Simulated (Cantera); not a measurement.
A Cantera script and what it prints.

```python
import numpy as np
import cantera as ct

gas_names = """
    B BH BH2 BH3 BO BO2 B2 B2O B2O2 B2O3 B3O3H3 H HBO HBO2 HO2 H2 H2O H2O2 H3B3O6 O OH O2 O3
""".split()
cond_names = """
    B(b) B(L) B2O3(L) B3O3H3(cr) H2O(s) H2O(L)
""".split()


def load(file, names, dense=False):
    # The tables refer to 1 bar. Condensed volumes are neglected.
    table = {s.name: s for s in ct.Species.list_from_file(file)}
    out = []
    for n in names:
        d = dict(table[n].input_data)
        d["thermo"] = dict(d["thermo"], **{"reference-pressure": 1e5})
        if dense:
            d["equation-of-state"] = {"model": "constant-volume", "density": "1e6 g/cm^3"}
        out.append(ct.Species.from_dict(d))
    return out


gas = ct.Solution(thermo="ideal-gas", species=load("nasa_gas.yaml", gas_names))
cond = {s.name: ct.Solution(thermo="fixed-stoichiometry", species=[s], name=s.name)
        for s in load("nasa_condensed.yaml", cond_names, dense=True)}
atoms = {
    'B2H6': {'B': 2, 'H': 6},
    'O2': {'O': 2},
    'H2': {'H': 2},
}
top_T = {}  # K; cautious upper limits of use, not melting points


def equilibrate(T, P, feed):
    n = {}
    for name, mol in feed.items():
        for a, k in atoms[name].items():
            n[a] = n.get(a, 0.0) + k * mol
    gas.TPX = T, P, n
    mass = sum(n.values()) * gas.mean_molecular_weight
    gas.equilibrate("TP")
    valid = [c for c in cond.values() if c.min_temp <= T <= top_T.get(c.name, c.max_temp)]
    mix = ct.Mixture([(gas, mass / gas.mean_molecular_weight)] + [(c, 0.0) for c in valid])
    mix.T, mix.P = T, P
    mix.equilibrate("TP", solver="vcs", rtol=1e-11, max_steps=5000)
    return mix


results = []
feed = {'B2H6': 1, 'O2': 0.057, 'H2': 22}  # mol
P = 10000  # Pa
for T in [1673, 1723, 1773, 1823, 1873, 1923, 1973, 2023, 2073, 2123, 2173, 2223]:
    mix = equilibrate(T, P, feed)
    results.append((T, P, feed, dict(zip(mix.species_names, mix.species_moles))))

top = {s: max(r[3][s] / sum(r[3][g] for g in gas_names) for r in results) for s in gas_names}
cols = sorted((s for s in top if top[s] > 0.001), key=lambda s: -top[s])[:6]
seen = [c for c in cond_names if any(r[3].get(c, 0) > 1e-12 for r in results)]
print("log10 of partial pressures in bar; condensed amounts in mol")
print(f"{'T/K':>10s}" + "".join(f"{s[:9]:>10s}" for s in cols + seen))
for T, P, feed, n in results:
    ng = sum(n[g] for g in gas_names)
    print(f"{T:10.4g}" + "".join(f"{np.log10(max(n[s] / ng * P / 1e5, 1e-99)):10.3f}" for s in cols)
          + "".join(f"{n.get(c, 0):10.4g}" for c in seen))
```

Result:

```
log10 of partial pressures in bar; condensed amounts in mol
       T/K        H2         H       HBO       BH2      B(b)
      1673    -1.002    -4.445    -3.366    -5.312     1.885
      1723    -1.002    -4.240    -3.365    -5.137     1.884
      1773    -1.002    -4.047    -3.366    -4.973     1.883
      1823    -1.003    -3.865    -3.367    -4.818     1.882
      1873    -1.003    -3.692    -3.370    -4.672     1.881
      1923    -1.003    -3.528    -3.374    -4.533     1.878
      1973    -1.004    -3.372    -3.380    -4.402     1.876
      2023    -1.005    -3.224    -3.389    -4.278     1.872
      2073    -1.006    -3.083    -3.399    -4.160     1.868
      2123    -1.007    -2.949    -3.413    -4.049     1.863
      2173    -1.009    -2.821    -3.429    -3.943     1.856
      2223    -1.011    -2.699    -3.449    -3.842     1.847
```

These are equilibrium values from Cantera (NASA tables, ideal gas, pure condensed phases), not measurements of a reactor. The feed counts by its element totals alone. The tables' values for BH2 are old estimates; treat these amounts as uncertain. Gases not in the tables: B2H6 and higher boranes.
